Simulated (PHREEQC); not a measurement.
A PHREEQC input (ion-association model, phreeqc.dat):

```
SOLUTION 1
  temp 25
  units mg/kgw
  pH 6.96 charge
  pe 11.3
  Na 66.1
  K 183
  Ca 120
  Mg 35.7
  Cl 325
  S(6) 174 as SO4
  Alkalinity 259 as HCO3
  Cd 12.9
END
USE solution 1
EQUILIBRIUM_PHASES 1
  CO2(g) -3.4 10
END
```

It stops with these messages:

```
ERROR: pH adustment cannot attain charge balance when alkalinity is fixed.
ERROR: Program terminating due to input errors.
```

The fault: pH asked from the charge balance while alkalinity is fixed. The line should read `pH 6.96` where the input has `pH 6.96 charge`. With the mend the run ends at pH 8.70 and ionic strength 0.0209 mol/kgw.
